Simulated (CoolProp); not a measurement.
Saturation properties of R21.

The numbers come from the reference Helmholtz-energy equation of state, Platzer 1990 in CoolProp. This equation is an older, rougher fit; its heat capacities, sound speeds and derivatives of the liquid may be far off and weren't checked against measurements.

| T (K) | p (MPa) | vapour density (kg/m³) | enthalpy of vaporisation (kJ/kg) | surface tension (mN/m) |
|---|---|---|---|---|
| 309.3 | 0.2624 | 11.27 | 223.6 | 16.2 |
| 325.8 | 0.4271 | 17.93 | 213.1 | 13.8 |
| 342.3 | 0.6596 | 27.31 | 201.6 | 11.6 |
| 358.7 | 0.9728 | 40.14 | 189.2 | 9.44 |
| 375.2 | 1.386 | 57.71 | 175.3 | 7.38 |
| 391.6 | 1.912 | 81.57 | 159.5 | 5.44 |
| 408.1 | 2.575 | 115.2 | 140.7 | 3.63 |
| 424.6 | 3.397 | 165.3 | 116.9 | 1.99 |
| 441 | 4.407 | 254.6 | 81.68 | 0.606 |

It boils at 282.0 K under 1 atm.

Surface tension comes from a separate correlation (Mulero 2012).
